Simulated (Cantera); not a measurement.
Input: 1 mol SiHCl3, 5.2 mol H2, equilibrated at 0.825 Torr.

Method: chemical equilibrium by Gibbs-energy minimisation in Cantera with the NASA 1993 tables (ideal gas, pure condensed phases). Candidate condensed phases: Si; 19 gas species. Gases not in the tables: Si2H6 and higher silanes. Rates play no part.

### Question
What share of the Si ends up in condensed phases as a function of T (K), at 1700, 1725, 1750, 1775, 1800, 1825, 1850, 1875, 1900, 1925?

### Answer
```tsv
T (K)	Si condensed (%)	as
1700	7.0	Si(l)
1725	7.5	Si(l)
1750	7.9	Si(l)
1775	8.1	Si(l)
1800	8.0	Si(l)
1825	7.7	Si(l)
1850	7.0	Si(l)
1875	5.7	Si(l)
1900	3.6	Si(l)
1925	0.6	Si(l)
```
